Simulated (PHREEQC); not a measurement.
0.54 g of hydrous ferric oxide (600 m²/g; 0.2 weak and 0.005 strong sites per Fe, Dzombak-Morel constants, diffuse double layer) in 1 kg of water with 0.1 mol/kgw of an inert sodium salt and 0.01 mmol/kgw Na2SO4, at 25 °C; the pH is set by adding NaOH or the inert anion's acid. O2 is buffered at 0.21 atm. CO2 from the air is kept out. Precipitation was switched off in this run.

Model: ion-association model, wateq4f.dat, run in PHREEQC.

```json
[
 {"pH": "3", "S sorbed (%)": "99.4", "surface charge σ (C/m²)": "0.358", "surface potential ψ (mV)": "152"},
 {"pH": "4", "S sorbed (%)": "99.1", "surface charge σ (C/m²)": "0.316", "surface potential ψ (mV)": "146"},
 {"pH": "5", "S sorbed (%)": "96.6", "surface charge σ (C/m²)": "0.211", "surface potential ψ (mV)": "125"},
 {"pH": "5.5", "S sorbed (%)": "90.4", "surface charge σ (C/m²)": "0.156", "surface potential ψ (mV)": "110"},
 {"pH": "6.5", "S sorbed (%)": "37.2", "surface charge σ (C/m²)": "0.073", "surface potential ψ (mV)": "73"},
 {"pH": "7.5", "S sorbed (%)": "1.9", "surface charge σ (C/m²)": "0.022", "surface potential ψ (mV)": "29"},
 {"pH": "8.5", "S sorbed (%)": "0.0", "surface charge σ (C/m²)": "-0.014", "surface potential ψ (mV)": "-19"},
 {"pH": "9", "S sorbed (%)": "0.0", "surface charge σ (C/m²)": "-0.034", "surface potential ψ (mV)": "-42"},
 {"pH": "10", "S sorbed (%)": "0.0", "surface charge σ (C/m²)": "-0.094", "surface potential ψ (mV)": "-85"},
 {"pH": "11", "S sorbed (%)": "0.0", "surface charge σ (C/m²)": "-0.190", "surface potential ψ (mV)": "-120"}
]
```

Species that the database lacks are ignored. The oxide is taken as insoluble; below pH 4 it would dissolve.
